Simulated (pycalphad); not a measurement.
Source of the numbers: pycalphad with the COST 507 light-alloy database (1999); pressure 1 atm. These are 1990s assessments: newer ones move some temperatures and phases.

Question: How does the equilibrium phase assembly of Al-87.3Si (at.%) change on cooling from 2077 °C to 227 °C?

Answer: 
```csv
T (°C),phases above,phases below
1350.8,LIQUID,DIAMOND_A4 + LIQUID
577.0,DIAMOND_A4 + LIQUID,DIAMOND_A4 + FCC_A1
```
Changes were sought between steps of 50 K, so a narrower field can be missed.

FCC_A1 is fcc; DIAMOND_A4 is diamond (Si).
